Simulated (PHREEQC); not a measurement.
0.87 g of hydrous ferric oxide (600 m²/g; 0.2 weak and 0.005 strong sites per Fe, Dzombak-Morel constants, diffuse double layer) in 1 kg of water with 0.1 mol/kgw of an inert sodium salt and 0.0012 mol PbCl2 and 0.00056 mol ZnSO4, at 25 °C; the pH is set by adding NaOH or the inert anion's acid. O2 is buffered at 0.21 atm. CO2 from the air is kept out. Nothing may precipitate in this run.

The numbers come from PHREEQC with the ion-association model, wateq4f.dat.

```tsv
pH	Pb sorbed (%)	S sorbed (%)	Zn sorbed (%)	surface charge σ (C/m²)	surface potential ψ (mV)
3	2.0	90.9	0.0	0.180	116
3.5	3.7	90.7	0.0	___	115
4	4.5	89.4	0.0	0.168	112
4.5	8.3	85.7	0.0	0.152	108
5	28.8	___	0.2	0.134	101
5.5	65.1	67.9	1.0	0.122	97
6	87.5	60.0	3.7	0.117	95
6.5	95.6	54.4	10.9	0.115	___
7	97.9	48.3	___	0.118	95
7.5	98.5	38.1	31.2	0.123	98
8	98.3	24.4	35.7	0.128	99
8.5	97.3	11.6	34.2	0.126	99
9	95.8	3.5	24.7	0.106	90
9.5	94.4	0.7	13.2	0.077	75
10	91.9	0.1	6.2	0.052	57
10.5	88.1	0.0	3.4	0.029	36
11	82.7	0.0	3.1	0.004	5
```

Problem. What belongs in the gaps?

Solution. 
- 3.5, surface charge σ (C/m²): 0.176
- 5, S sorbed (%): 77.9
- 6.5, surface potential ψ (mV): 94
- 7, Zn sorbed (%): 21.8

Along this series the solution becomes supersaturated in solids that the run did not let form, among them Zn(OH)2-e, Zn4(OH)6SO4, Zn5(OH)8Cl2, Litharge, Larnakite. Species that the database lacks are ignored. The oxide is taken as insoluble; below pH 4 it would dissolve.
